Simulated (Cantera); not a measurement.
# Adiabatic ignition

An adiabatic, constant-pressure homogeneous reactor starts with 33.5 % H₂, 14.0 % O₂, 52.6 % N₂, equivalence ratio 1.2, at 1375 K and 180000 Pa.

Model: the H2/O2 subset of GRI-Mech 3.0, which has no nitrogen chemistry, integrated in Cantera.

```csv
t (s),T (K),x H₂,x O₂,x H₂O,x OH,x HO₂,x O,x H₂O₂
3.00e-6,1375,0.335,0.140,2.98e-6,2.32e-7,5.74e-7,3.26e-7,8.29e-9
7.00e-6,1376,0.334,0.139,0.000510,3.65e-5,3.49e-5,4.92e-5,4.71e-7
1.63e-5,2130,0.0861,0.0194,0.211,0.0261,1.44e-5,0.0185,7.37e-7
3.82e-5,2638,0.0854,0.0108,0.247,0.0289,6.04e-6,0.00906,3.43e-7
8.91e-5,2860,0.0806,0.00678,0.268,0.0254,4.85e-6,0.00507,4.02e-7
0.000208,2892,0.0797,0.00618,0.272,0.0246,4.68e-6,0.00454,4.19e-7
0.000486,2892,0.0797,0.00618,0.272,0.0246,4.68e-6,0.00454,4.19e-7
0.00113,2892,0.0797,0.00618,0.272,0.0246,4.68e-6,0.00454,4.19e-7
0.00265,2892,0.0797,0.00618,0.272,0.0246,4.68e-6,0.00454,4.19e-7
0.00618,2892,0.0797,0.00618,0.272,0.0246,4.68e-6,0.00454,4.19e-7
0.0144,2892,0.0797,0.00618,0.272,0.0246,4.68e-6,0.00454,4.19e-7
0.0337,2892,0.0797,0.00618,0.272,0.0246,4.68e-6,0.00454,4.19e-7
0.0786,2892,0.0797,0.00618,0.272,0.0246,4.68e-6,0.00454,4.19e-7
0.183,2892,0.0797,0.00618,0.272,0.0246,4.68e-6,0.00454,4.19e-7
0.428,2892,0.0797,0.00618,0.272,0.0246,4.68e-6,0.00454,4.19e-7
1.00,2892,0.0797,0.00618,0.272,0.0246,4.68e-6,0.00454,4.19e-7
```
x: mole fraction; the columns are a selection and need not sum to one.

The time of steepest temperature rise comes out as 11.6 µs. The temperature at 1.00 s is 2892 K and the equilibrium temperature comes out as 2892 K. The x(H₂) at 1.00 s is 0.0797 (gas-phase equilibrium 0.0797), the x(O₂) at 1.00 s comes out as 0.00618 (gas-phase equilibrium 0.00618) and the x(H₂O) at 1.00 s is 0.272 (gas-phase equilibrium 0.272).
